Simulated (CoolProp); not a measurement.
A simple Rankine cycle with water: condensing at 306.15 K, boiler at 5.99 MPa, turbine inlet 698.6 K, turbine efficiency 0.85, pump efficiency 0.6, no recuperator. Each further row changes one setting.

Model: reference Helmholtz-energy equation of state, Wagner 2002, in CoolProp.

```
case                             thermal efficiency (%)  net work (kJ/kg)  heat in (kJ/kg)  turbine exit temperature (K)  volume ratio over the turbine
-------------------------------  ----------------------  ----------------  ---------------  ----------------------------  -----------------------------
as stated                                          33.1              1030             3090                         306.1                            478
turbine inlet 718.6 K                              33.4              1050             3140                         306.1                            467
condensing temperature 298.15 K                    34.1              1070             3130                         298.1                            732
boiler pressure 4.19 MPa                           32.1              1000             3130                         306.1                            335
turbine efficiency 0.75                            29.2               904             3090                         306.1                            507
```

The expansion ends wet for: as stated; turbine inlet 718.6 K; condensing temperature 298.15 K; boiler pressure 4.19 MPa; turbine efficiency 0.75.
